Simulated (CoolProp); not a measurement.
Values from CoolProp's reference Helmholtz-energy equation of state, Lemmon 2005. It is a short technical equation, of lower accuracy than the large ones.

**Question.** Give the vapour pressure (bar), vapour density (kg/m³), liquid cp (kJ/(kg K)), surface tension (mN/m) of saturated trans-2-butene at 313.6 K.

**Answer.** 
```tsv
T (K)	p (bar)	vapour density (kg/m³)	liquid cp (kJ/(kg K))	surface tension (mN/m)
313.6	3.71	8.89	2.41	11.2
```

Surface tension comes from a separate correlation (Mulero 2014).
